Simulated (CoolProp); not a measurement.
Vapour-liquid equilibrium of R143a (1) + fluoroethane (R161) (2) at 225 K; x and y are mole fractions of (1).

Values from CoolProp's multi-fluid Helmholtz-energy mixture model, Lemmon and Jacobsen 2000 and Wu 2012; pair parameters Bell 2016.

| x | bubble pressure, mixture model (MPa) | bubble pressure, Raoult's law (MPa) | y, mixture model | y, Raoult's law |
|---|---|---|---|---|
| 0.05 | 0.06286 | 0.06247 | 0.082 | 0.078 |
| 0.2 | 0.06906 | 0.06793 | 0.292 | 0.286 |
| 0.35 | 0.07479 | 0.07338 | 0.463 | 0.463 |
| 0.5 | 0.08019 | 0.07884 | 0.610 | 0.615 |
| 0.65 | 0.08537 | 0.08430 | 0.739 | 0.748 |
| 0.8 | 0.09042 | 0.08975 | 0.857 | 0.865 |
| 0.95 | 0.09539 | 0.09521 | 0.966 | 0.968 |

The largest gap from Raoult's law is +1.9 % in bubble pressure, at x = 0.35. No azeotrope shows between x = 0.05 and 0.95.

The pair parameters rest on a limited set of measurements; away from them the model extrapolates.
